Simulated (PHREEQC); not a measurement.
Model water analysis in mg/L, 25 °C, pH 6.64, pe -0.7:

```csv
constituent,mg/L
Na,0.0199
K,0.256
Ca,0.264
Mg,0.0896
Cl,0.319
S(6) as SO4,0.483
Alkalinity as HCO3,0.514
B,0.00584
Fe(2),0.00169
Si as SiO2,0.000289
F,0.000215
```

Valence states are taken as typed.

All values are PHREEQC results (ion-association model, phreeqc.dat), not measurements.

The ionic strength is 4.33e-5 mol/kgw and the charge-balance error comes out as 0.9 %.

| species | molality | activity | log γ |
|---|---|---|---|
| Cl- | 9.00e-6 | 8.93e-6 | -0.003 |
| HCO3- | 8.60e-6 | 8.54e-6 | -0.003 |
| Ca+2 | 6.58e-6 | 6.38e-6 | -0.013 |
| K+ | 6.55e-6 | 6.50e-6 | -0.003 |
| SO4-2 | 5.02e-6 | 4.87e-6 | -0.013 |
| CO2 | 4.40e-6 | 4.40e-6 | 0.000 |
| Mg+2 | 3.68e-6 | 3.57e-6 | -0.013 |

Precipitation was switched off in this run. Complexes and solids missing from the database can't appear. SiF6-2 is the database's only silicon fluoride. Real BF4- forms and hydrolyses slowly; the run takes it at equilibrium. Fluoro complexes past AlF4- and FeF3 are missing from the database.
